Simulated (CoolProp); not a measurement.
Saturation properties of nitrogen (Tc = 126.2 K, pc = 33.96 bar, ω = 0.037).

Model: reference Helmholtz-energy equation of state, Span 2000, in CoolProp.

```
T (K)  p (bar)  liquid cp (kJ/(kg K))  liquid viscosity (µPa s)
-----  -------  ---------------------  ------------------------
85.6     2.424                    [?]                       119
88.5     3.163                  2.124                       108
91.3     4.022                  2.157                      98.7
94.2     5.081                  2.199                       [?]
97.1     6.328                  2.252                      82.6
100      7.783                    [?]                       [?]
102.8      [?]                    [?]                      69.7
105.7    11.32                  2.508                      63.9
108.6    13.50                  2.654                      58.5
111.4    15.88                  2.849                      53.5
114.3    18.65                  3.146                      48.5
```

Complete the blanks.


- 85.6, liquid cp (kJ/(kg K)): 2.096
- 94.2, liquid viscosity (µPa s): 90.2
- 100, liquid cp (kJ/(kg K)): 2.318
- 100, liquid viscosity (µPa s): 75.8
- 102.8, p (bar): 9.402
- 102.8, liquid cp (kJ/(kg K)): 2.399

It boils at 77.4 K under 1 atm.

Viscosity comes from a separate model (Lemmon 2004).
